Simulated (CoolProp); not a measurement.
Toluene at several states: Z from the reference equation and from simpler models built on Tc = 591.7 K, pc = 4.126 MPa, ω = 0.266; each cubic takes its own stable root.

The numbers come from the reference Helmholtz-energy equation of state, Lemmon 2006 in CoolProp. It is a short technical equation, of lower accuracy than the large ones.

```tsv
T (K)	p (MPa)	phase	reference	Redlich-Kwong	Soave-Redlich-Kwong	Peng-Robinson
483.9	0.0184	gas	0.9968	0.9973	0.9971	0.9969
245.6	0.557	liquid	0.02758	0.03184	0.03140	0.02798
189.7	1.34	liquid	0.08120	0.09499	0.09436	0.08432
187.5	0.0121	liquid	0.0007406	0.0008670	0.0008614	0.0007697
502.1	1.95	liquid	0.06739	0.08237	0.07801	0.06879
192.8	0.107	liquid	0.006403	0.007483	0.007430	0.006638
```
